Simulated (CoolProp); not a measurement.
Model: reference Helmholtz-energy equation of state, Lemmon 2006, in CoolProp. It is a short technical equation, of lower accuracy than the large ones.

Task: For carbon monoxide, give the phase and the Z, cv (kJ/(kg K)), speed of sound (m/s), Joule-Thomson coefficient (K/MPa) at 106.2 K and 176 bar; 222 K and 176 bar.

Result: 
- 106.2 K and 176 bar: liquid; Z 0.755, cv 1.04, speed of sound 815, Joule-Thomson coefficient -0.306
- 222 K and 176 bar: supercritical; Z 0.906, cv 0.821, speed of sound 384, Joule-Thomson coefficient 1.27
